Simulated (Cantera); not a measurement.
Cantera run, input and output.

```python
import numpy as np
import cantera as ct

gas = ct.Solution("gri30.yaml")
gas.TPX = 1300, 1333, {'H2': 0.02, 'O2': 0.31}
inlet = ct.Reservoir(gas, clone=True)

reactor = ct.IdealGasConstPressureReactor(gas, energy="off", clone=False)
exhaust = ct.Reservoir(gas, clone=True)
tau = [0.62, 0.34, 0.19, 0.1, 0.057, 0.032, 0.017, 0.0096, 0.0053, 0.0029][0]
for a, b in ((inlet, reactor), (reactor, exhaust)):
    ct.MassFlowController(a, b, mdot=lambda t: reactor.mass / tau)
net = ct.ReactorNet([reactor])
show = ['H2', 'O2', 'OH', 'H2O', 'HO2', 'H2O2']

rows = []
print(f"{'tau/s':>10s}{'T/K':>9s}" + "".join(f"{s:>11s}" for s in show))
for tau in [0.62, 0.34, 0.19, 0.1, 0.057, 0.032, 0.017, 0.0096, 0.0053, 0.0029]:
    net.initial_time = 0.0
    net.advance(30 * tau)
    before = gas.X
    net.advance(40 * tau)
    drift = np.max(np.abs(gas.X - before) / (gas.X + 1e-9))
    rows.append([gas.T, *gas[show].X, drift])
    print(f"{tau:10.3e}{gas.T:9.1f}" + "".join(f"{x:11.3e}" for x in gas[show].X))
```

Result:

```
     tau/s      T/K         H2         O2         OH        H2O        HO2       H2O2
 6.200e-01   1300.0  2.633e-04  9.305e-01  2.229e-03  6.060e-02  1.568e-06  6.357e-08
 3.400e-01   1300.0  3.740e-04  9.276e-01  2.665e-03  5.997e-02  1.850e-06  7.119e-08
 1.900e-01   1300.0  5.188e-04  9.240e-01  3.136e-03  5.916e-02  2.119e-06  7.797e-08
 1.000e-01   1300.0  7.300e-04  9.189e-01  3.694e-03  5.799e-02  2.394e-06  8.437e-08
 5.700e-02   1300.0  9.669e-04  9.138e-01  4.191e-03  5.672e-02  2.601e-06  8.899e-08
 3.200e-02   1300.0  1.272e-03  9.083e-01  4.684e-03  5.526e-02  2.772e-06  9.315e-08
 1.700e-02   1300.0  1.716e-03  9.031e-01  5.194e-03  5.354e-02  2.915e-06  9.813e-08
 9.600e-03   1300.0  2.291e-03  8.997e-01  5.648e-03  5.192e-02  3.015e-06  1.044e-07
 5.300e-03   1300.0  3.213e-03  8.977e-01  6.159e-03  5.003e-02  3.103e-06  1.143e-07
 2.900e-03   1300.0  4.747e-03  8.974e-01  6.760e-03  4.764e-02  3.178e-06  1.291e-07
```

Model: GRI-Mech 3.0 (53 species, 325 reactions), integrated in Cantera. Radical loss at walls, strong at low pressure, is not modelled. The temperature is held fixed by assumption; the heat of reaction is taken as removed at once.
